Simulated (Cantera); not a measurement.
A closed system holds: 1 mol CH3SiCl3, 0.35 mol CH4, 1.1 mol H2, equilibrated at 1850 °C.

These are equilibrium values from Cantera (NASA tables, ideal gas, pure condensed phases), not measurements of a reactor. Candidate condensed phases: C, C6H6, C7H8, C8H18, Si, SiC; 109 gas species. The feed counts by its element totals alone. The numbers say what is thermodynamically allowed, not how fast it happens.

Question: What share of the Si ends up in condensed phases as a function of P (Pa), at 100, 240, 560, 1300, 3200, 7500, 18000, 42000, 100000?

Answer: 
```csv
P (Pa),Si condensed (%),as
100,54.4,SiC(s)
240,58.8,SiC(s)
560,60.2,SiC(s)
1300,60.6,SiC(s)
3200,60.7,SiC(s)
7500,60.5,SiC(s)
18000,60.3,SiC(s)
42000,60.0,SiC(s)
100000,59.5,SiC(s)
```
